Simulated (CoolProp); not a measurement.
Vapour-liquid equilibrium of n-perfluorobutane (1) + R365MFC (2) at 51.7 kPa; x and y are mole fractions of (1).

Values from CoolProp's multi-fluid Helmholtz-energy mixture model, Gao 2022 and Lemmon 2016; pair parameters Bell 2016.

### Question
Give the bubble temperature and the first vapour's composition at x = 0.2, 0.5, 0.95. Is there an azeotrope?

### Answer
x = 0.2: -11.4 °C, y = 0.825; x = 0.5: -14.7 °C, y = 0.865; x = 0.95: -17.3 °C, y = 0.965. No azeotrope shows between x = 0.05 and 0.95.

Pair parameters are fitted to limited data, so mixtures are less certain than the pure fluids. With so large a gap from Raoult's law the liquid may split in two, which this calculation doesn't test in full.
